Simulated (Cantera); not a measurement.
Input (Python, Cantera):

```python
import numpy as np
import cantera as ct

gas = ct.Solution("gri30.yaml")
gas.TPX = 1848, 130000, {'CH4': 1, 'CO2': 0.35}
inlet = ct.Reservoir(gas, clone=True)

reactor = ct.IdealGasConstPressureReactor(gas, energy="off", clone=False)
exhaust = ct.Reservoir(gas, clone=True)
tau = [0.62, 0.26, 0.11, 0.048, 0.02, 0.0086, 0.0037, 0.0016][0]
for a, b in ((inlet, reactor), (reactor, exhaust)):
    ct.MassFlowController(a, b, mdot=lambda t: reactor.mass / tau)
net = ct.ReactorNet([reactor])
show = ['CH4', 'CO2', 'CH2O', 'C2H2', 'CH2CO']

rows = []
print(f"{'tau/s':>10s}{'T/K':>9s}" + "".join(f"{s:>11s}" for s in show))
for tau in [0.62, 0.26, 0.11, 0.048, 0.02, 0.0086, 0.0037, 0.0016]:
    net.initial_time = 0.0
    net.advance(30 * tau)
    before = gas.X
    net.advance(40 * tau)
    drift = np.max(np.abs(gas.X - before) / (gas.X + 1e-9))
    rows.append([gas.T, *gas[show].X, drift])
    print(f"{tau:10.3e}{gas.T:9.1f}" + "".join(f"{x:11.3e}" for x in gas[show].X))
```

Output:

```
     tau/s      T/K        CH4        CO2       CH2O       C2H2      CH2CO
 6.200e-01   1848.0  1.893e-02  2.352e-03  1.470e-07  1.240e-01  7.723e-06
 2.600e-01   1848.0  2.676e-02  4.685e-03  2.664e-07  1.322e-01  1.482e-05
 1.100e-01   1848.0  3.858e-02  8.608e-03  5.669e-07  1.436e-01  2.617e-05
 4.800e-02   1848.0  5.568e-02  1.498e-02  1.201e-06  1.552e-01  4.033e-05
 2.000e-02   1848.0  8.355e-02  2.751e-02  2.528e-06  1.632e-01  5.381e-05
 8.600e-03   1848.0  1.260e-01  5.099e-02  4.880e-06  1.616e-01  5.754e-05
 3.700e-03   1848.0  1.912e-01  9.056e-02  8.957e-06  1.474e-01  4.775e-05
 1.600e-03   1848.0  2.819e-01  1.401e-01  1.550e-05  1.208e-01  3.010e-05
```

Model: GRI-Mech 3.0 (53 species, 325 reactions), integrated in Cantera. GRI-Mech 3.0 stops at C3 and has no aromatics, soot or wall deposition, so with more carbon than oxygen in the feed, carbon stays in small species such as C2H2 where larger ones or solid carbon would form.
